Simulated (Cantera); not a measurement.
Feed: 1 mol SiO₂, 1 mol NF₃, equilibrated at 0.133 bar.

Cantera equilibrium calculation (NASA polynomials, part measured and part estimated; ideal gas, pure solids and liquids). Candidate condensed phases: Si, SiO₂, Si₂N₂O, Si₃N₄; 28 gas species. The tables hold silica as quartz up to 1696 K and as liquid above; real silica turns to tridymite and cristobalite and melts near 1996 K. The numbers say what is thermodynamically allowed, not how fast it happens.

log p: log10 of the partial pressure in bar; n: condensed amount in mol.

```
T (°C)  log p SiF₄  log p O₂  log p N₂  log p NO  log p O  log p F  n SiO₂(β-quartz)  n SiO₂(condensed)
------  ----------  --------  --------  --------  -------  -------  ----------------  -----------------
752          -1.30     -1.30     -1.48     -5.39        ?   -11.01             0.250                  0
827          -1.30     -1.30     -1.48     -5.07        ?   -10.10             0.250                  0
902          -1.30     -1.30     -1.48     -4.79        ?    -9.31             0.250                  0
977          -1.30     -1.30     -1.48     -4.55        ?    -8.62             0.250                  0
1052         -1.30     -1.30     -1.48     -4.33        ?    -8.00             0.250                  0
1127         -1.30     -1.30     -1.48     -4.14        ?    -7.45             0.250                  0
1202         -1.30     -1.30     -1.48     -3.97        ?    -6.95             0.250                  0
1277         -1.30     -1.30     -1.48     -3.81        ?    -6.50             0.250                  0
1352         -1.30     -1.30     -1.48     -3.67        ?    -6.09             0.250                  0
1427         -1.30     -1.30     -1.48     -3.54        ?    -5.72                 0              0.250
```

What belongs in the gaps?


- 752, log p O: -10.13
- 827, log p O: -9.25
- 902, log p O: -8.49
- 977, log p O: -7.81
- 1052, log p O: -7.21
- 1127, log p O: -6.67
- 1202, log p O: -6.19
- 1277, log p O: -5.76
- 1352, log p O: -5.36
- 1427, log p O: -5.00
